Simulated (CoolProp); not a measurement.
Values from CoolProp's reference Helmholtz-energy equation of state, Lemmon 2006. It is a short technical equation, of lower accuracy than the large ones.

Task: For n-decane, give the phase and the Z, speed of sound (m/s), Joule-Thomson coefficient (K/MPa), expansivity (1/kK) at 34.55 °C and 25.6 bar; 170.15 °C and 25.6 bar; 187.15 °C and 25.6 bar.

Result: 
- 34.55 °C and 25.6 bar: liquid; Z 0.197, speed of sound 1210, Joule-Thomson coefficient -0.420, expansivity 1.06
- 170.15 °C and 25.6 bar: liquid; Z 0.161, speed of sound 749, Joule-Thomson coefficient -0.218, expansivity 1.42
- 187.15 °C and 25.6 bar: liquid; Z 0.159, speed of sound 695, Joule-Thomson coefficient -0.179, expansivity 1.51
